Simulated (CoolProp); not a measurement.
Properties of CHF3 (R23) along the isobar 0.101 MPa (Tc = 26.1 °C, pc = 4.832 MPa, ω = 0.263).

Computed with CoolProp (reference Helmholtz-energy equation of state, Penoncello 2003).

```tsv
T (°C)	phase	cp (kJ/(kg K))	Prandtl number
-63.05	gas	0.6567	(withheld)
-55.95	gas	(withheld)	0.765
-48.85	gas	0.6566	0.762
-41.85	gas	0.6604	0.762
-34.75	gas	0.6657	0.763
-27.65	gas	0.6723	0.766
-20.55	gas	0.6796	0.770
-13.45	gas	0.6876	0.775
-6.35	gas	0.6960	(withheld)
0.75	gas	0.7048	0.786
7.85	gas	0.7139	0.792
14.95	gas	0.7232	0.798
22.05	gas	0.7327	(withheld)
```

Some entries are withheld; supply them.


- -63.05, Prandtl number: 0.772
- -55.95, cp (kJ/(kg K)): 0.6550
- -6.35, Prandtl number: 0.780
- 22.05, Prandtl number: 0.804

Viscosity comes from a separate model (Shan 2000). Thermal conductivity comes from a separate model (Shan 2000).
